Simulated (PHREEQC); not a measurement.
Make-up at 21 °C: 0.0022 mol/kgw HF, 0.0065 mol/kgw (NH4)2SiF6, 0.13 mol/kgw H3BO3 and 5.2e-05 mol/kgw H2SO4. Closed to the air; pH follows from the charge balance.

Model: ion-association model, phreeqc.dat, run in PHREEQC.

Precipitation was switched off in this run.

Problem. Order these B species by the share of B that they hold, largest first: BF2(OH)2-, H3BO3, BF4-, BF3OH-.

Solution. H3BO3 (93 %), BF4- (3.5 %), BF2(OH)2- (2.2 %), BF3OH- (1.5 %)

The pH is 3.19 and the ionic strength 0.0153 mol/kgw. Saturation is exceeded, for instance for SiO2(a), Quartz (slow to form); the values hold only as long as no solid forms. SiF6-2 is the database's only silicon fluoride. Real BF4- forms and hydrolyses slowly; the run takes it at equilibrium.
